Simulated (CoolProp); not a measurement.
Properties of chloromethane (R40) along the isotherm 194.75 °C.

The numbers come from the reference Helmholtz-energy equation of state, Thol 2014 in CoolProp.

| p (kPa) | phase | cv (kJ/(kg K)) | expansivity (1/kK) | fugacity coefficient |
|---|---|---|---|---|
| 2170 | gas | 0.9176 | 2.838 | 0.9224 |
| 4330 | gas | 0.9521 | 3.909 | 0.8484 |
| 6500 | gas | 0.9902 | 5.732 | 0.7769 |
| 8660 | supercritical | 1.031 | 9.170 | 0.7085 |
| 10800 | supercritical | 1.065 | 14.64 | 0.6435 |
| 13000 | supercritical | 1.065 | 14.40 | 0.5828 |
| 15200 | supercritical | 1.043 | 10.33 | 0.5326 |
| 17300 | supercritical | 1.024 | 7.761 | 0.4945 |
| 19500 | supercritical | 1.009 | 6.157 | 0.4627 |
| 21700 | supercritical | 0.9984 | 5.148 | 0.4372 |
| 23800 | supercritical | 0.9904 | 4.489 | 0.4174 |
| 26000 | supercritical | 0.9839 | 3.989 | 0.4003 |
| 28100 | supercritical | 0.9789 | 3.626 | 0.3867 |
| 30300 | supercritical | 0.9747 | 3.328 | 0.3748 |
| 32500 | supercritical | 0.9712 | 3.088 | 0.3650 |
| 34600 | supercritical | 0.9684 | 2.898 | 0.3570 |
